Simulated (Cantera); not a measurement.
Feed: 1 mol CuO, 1.5 mol C, 0.35 mol N2, equilibrated at 940000 Pa.

Cantera equilibrium calculation (NASA polynomials, part measured and part estimated; ideal gas, pure solids and liquids). Candidate condensed phases: C, Cu, CuO, Cu2O; 27 gas species. Equilibrium is a limit: real reactors are often held back by kinetics, nucleation or transport. All values below are at 1423 K.

Base state: CO 0.732, N2 0.261, CO2 0.00686 (mole fractions); condensed: C(graphite) + Cu(l).

### Question
What changes in the equilibrium state with this change: pressure from 940000 Pa to 10000 Pa?

### Answer
```tsv
species	before	after
CO	0.732	0.741
N2	0.261	0.259
CO2	0.00686	7.47e-5
Cu	2.23e-7	2.09e-5
C(graphite), mol	0.509	0.500
Cu(l), mol	1.00	1.000
```
